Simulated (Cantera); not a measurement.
Charge: 1 mol PH₃, a varied amount of O₂, at 850 °C and 0.0110 bar.

Cantera equilibrium calculation (NASA polynomials, part measured and part estimated; ideal gas, pure solids and liquids). Candidate condensed phases: H₂O, P, P₄O₁₀; 17 gas species. Gases not in the tables: HPO₂, HPO₃ and P₄O₆. Kinetics and transport are ignored.

### Question
At 0.4 mol O₂, list the 7 most abundant gas species with their mole fractions, and the condensed phases.

### Answer
H₂ 0.621, H₂O 0.189, P₂ 0.107, P₄ 0.0570, P₄O₁₀ 0.0241, PO₂ 0.000950, PO 0.000447. Condensed: gas only.
